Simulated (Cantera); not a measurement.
A closed system holds: 1 mol N2O, 3.5 mol H2, 7.8 mol N2, 0.0048 mol SO2, equilibrated at 0.100 bar.

Method: chemical equilibrium by Gibbs-energy minimisation in Cantera with the NASA 1993 tables (ideal gas, pure condensed phases). Candidate condensed phases: H2O, H2SO4, S; 35 gas species. Kinetics and transport are ignored.

### Question
At 2198 K, list the 5 most abundant gas species with their mole fractions, and the condensed phases.

### Answer
N2 0.712, H2 0.198, H2O 0.0809, H 0.00784, OH 0.000446. Condensed: gas only.
